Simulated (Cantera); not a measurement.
Mixture: 7.05 % CH₄, 19.6 % O₂, 73.3 % N₂, equivalence ratio 0.72, at 660000 Pa, adiabatic and at constant volume. Ignition delay is the time to a rise of 400 K.

Computed with Cantera and GRI-Mech 3.0 (53 species, 325 reactions).

Task: Predict: delay at 1425 K; delay at 1500 K; delay at 1575 K; delay at 1650 K; delay at 1725 K; apparent activation energy between 1575 and 1725 K.

Result: 
| Item | Value |
|---|---|
| delay at 1425 K | 0.461 ms |
| delay at 1500 K | 0.220 ms |
| delay at 1575 K | 0.111 ms |
| delay at 1650 K | 59.1 µs |
| delay at 1725 K | 33.4 µs |
| apparent activation energy between 1575 and 1725 K | 180 kJ/mol |
